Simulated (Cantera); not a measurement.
An isothermal, constant-pressure homogeneous reactor starts with 45.5 % NH₃, 54.5 % N₂, at 1725 K and 0.132 atm.

Detailed kinetics in Cantera: the gas-phase N/H chemistry of the illustrative SiF4/NH3 mechanism in the Surface Chemkin manual (1991). Walls and surfaces, which speed up NH3 decomposition in real reactors, are not modelled.

x: mole fraction; the columns are a selection and need not sum to one.

| t (s) | x NH₃ | x N₂ | x N₂H₂ | x N₂H₄ | x NH₂ |
|---|---|---|---|---|---|
| 1.00e-6 | 0.455 | 0.545 | <1e-12 | <1e-12 | ? |
| 5.09e-6 | 0.455 | 0.545 | <1e-12 | <1e-12 | ? |
| 2.59e-5 | 0.455 | 0.545 | 3.20e-12 | <1e-12 | ? |
| 0.000132 | 0.455 | 0.545 | 2.50e-10 | 2.04e-11 | ? |
| 0.000669 | 0.455 | 0.545 | 9.84e-9 | 5.68e-10 | ? |
| 0.00341 | 0.454 | 0.545 | 2.86e-7 | 1.33e-8 | ? |
| 0.0173 | 0.453 | 0.545 | 1.06e-6 | 4.55e-8 | 0.000233 |
| 0.0881 | 0.445 | 0.545 | 1.04e-6 | 4.19e-8 | 0.000224 |
| 0.448 | 0.409 | 0.544 | 9.16e-7 | 3.28e-8 | ? |
| 2.28 | 0.278 | 0.540 | 5.18e-7 | 1.76e-8 | ? |
| 11.6 | 0.0693 | 0.533 | 7.83e-8 | 2.41e-9 | ? |
| 59.0 | 0.00261 | 0.531 | 7.69e-10 | 1.59e-11 | ? |
| 300 | 0.000181 | 0.531 | 5.26e-12 | <1e-12 | ? |

Q: Complete the blanks.

A: 
- 1.00e-6, x NH₂: 2.55e-8
- 5.09e-6, x NH₂: 1.74e-7
- 2.59e-5, x NH₂: 9.91e-7
- 0.000132, x NH₂: 5.15e-6
- 0.000669, x NH₂: 2.62e-5
- 0.00341, x NH₂: 0.000126
- 0.448, x NH₂: 0.000198
- 2.28, x NH₂: 0.000145
- 11.6, x NH₂: 5.37e-5
- 59.0, x NH₂: 4.37e-6
- 300, x NH₂: 3.47e-7
